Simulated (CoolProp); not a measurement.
Model: reference Helmholtz-energy equation of state, Lemmon 2013, in CoolProp.

Problem. Give the vapour pressure (kPa), liquid density (kg/m³), liquid cp (kJ/(kg K)), vapour Z of saturated propylene at 182.5, 193.2 K.

Solution. 
```tsv
T (K)	p (kPa)	liquid density (kg/m³)	liquid cp (kJ/(kg K))	vapour Z
182.5	8.36	661	2.08	0.994
193.2	17.5	649	2.10	0.990
```
